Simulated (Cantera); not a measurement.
Cantera run:

```python
import numpy as np
import cantera as ct

gas_names = """
    Cu CuO Cu2 H HNO HNO2 HNO3 HO2 H2 H2O H2O2 N NH NH2 NH3 NH2OH NO NO2 NO3 N2 N2H2 N2H4 N2O O OH O2 O3
""".split()
cond_names = """
    Cu(cr) Cu(L) CuO(s) CuO2H2(s) Cu2O(s) Cu2O(L) H2O(s) H2O(L)
""".split()


# ... load() reads the species with a 1 bar reference pressure and builds the phases ...
atoms = {
    'Cu2O': {'Cu': 2, 'O': 1},
    'H2': {'H': 2},
    'N2': {'N': 2},
}
top_T = {'CuO(s)': 1390}  # K; cautious upper limits of use, not melting points


# ... equilibrate(T, P, feed) seeds the gas with the atoms and calls Mixture.equilibrate('TP', solver="vcs", rtol=1e-11, max_steps=5000) ...
results = []
T = 925  # K
P = 9800  # Pa
for m in [36, 120, 200, 280, 360, 450, 530, 610, 690]:
    feed = {'Cu2O': 1, 'H2': m, 'N2': 0.7}  # mol
    mix = equilibrate(T, P, feed)
    results.append((T, P, feed, dict(zip(mix.species_names, mix.species_moles))))

top = {s: max(r[3][s] / sum(r[3][g] for g in gas_names) for r in results) for s in gas_names}
cols = sorted((s for s in top if top[s] > 0.001), key=lambda s: -top[s])[:5]
seen = [c for c in cond_names if any(r[3].get(c, 0) > 1e-12 for r in results)]
print("log10 of partial pressures in bar; condensed amounts in mol")
print(f"{'n(H2)':>10s}" + "".join(f"{s[:9]:>10s}" for s in cols + seen))
for T, P, feed, n in results:
    ng = sum(n[g] for g in gas_names)
    print(f"{feed['H2']:10.4g}" + "".join(f"{np.log10(max(n[s] / ng * P / 1e5, 1e-99)):10.3f}" for s in cols)
          + "".join(f"{n.get(c, 0):10.4g}" for c in seen))
```

Output:

```
log10 of partial pressures in bar; condensed amounts in mol
     n(H2)        H2       H2O        N2    Cu(cr)
        36    -1.029    -2.573    -2.728         2
       120    -1.015    -3.090    -3.246         2
       200    -1.012    -3.311    -3.467         2
       280    -1.011    -3.457    -3.612         2
       360    -1.011    -3.566    -3.721         2
       450    -1.010    -3.663    -3.818         2
       530    -1.010    -3.734    -3.889         2
       610    -1.010    -3.795    -3.950         2
       690    -1.010    -3.848    -4.004         2
```

Equilibrium computed with Cantera from the NASA thermochemical tables; the gas is ideal and each condensed phase is pure.
